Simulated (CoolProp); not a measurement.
R125 at several states: fugacity coefficient from the reference equation and from simpler models built on Tc = 339.2 K, pc = 3.618 MPa, ω = 0.305; each cubic takes its own stable root.

Model: reference Helmholtz-energy equation of state, Lemmon 2005, in CoolProp.

```
T (K)  p (MPa)   phase  reference
-----  -------  ------  ---------
422        0.5     gas     0.9785
274.9     2.12  liquid     0.3041
367       1.29     gas     0.9091
470.4     1.32     gas     0.9631
296.3   0.0357     gas     0.9946
```

Problem. How far does each simpler model (Soave-Redlich-Kwong, Peng-Robinson) lie from the reference over these 5 states: mean and median of the absolute difference, and the worst?

Solution. 
- Soave-Redlich-Kwong: mean 0.6 %, median 0.1 %, worst +2.5 % at 274.9 K and 2.12 MPa
- Peng-Robinson: mean 0.4 %, median 0.3 %, worst -1.1 % at 367 K and 1.29 MPa
